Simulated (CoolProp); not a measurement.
2000 sccm (0 °C, 1 atm) of nitrogen bubbles through liquid octamethyltrisiloxane (MDM) at 336.4 K and leaves saturated at a total pressure of 0.0174 MPa (ideal gas phase). Each further row changes one setting.

Model: reference Helmholtz-energy equation of state, Thol 2017, in CoolProp.

```tsv
case	vapour pressure (kPa)	mole fraction of vapour	delivery (mg/min)	delivery (sccm)	change of delivery for a bath 1 K warmer (%)
as stated	4.27	…	…	…	…
bath temperature 341.4 K	…	0.311	9510	901	7.0
total pressure 0.0348 MPa	4.27	0.123	2950	280	5.6
```

Question: What belongs in the gaps?

Answer: 
- as stated, mole fraction of vapour: 0.245
- as stated, delivery (mg/min): 6870
- as stated, delivery (sccm): 651
- as stated, change of delivery for a bath 1 K warmer (%): 6.6
- bath temperature 341.4 K, vapour pressure (kPa): 5.40
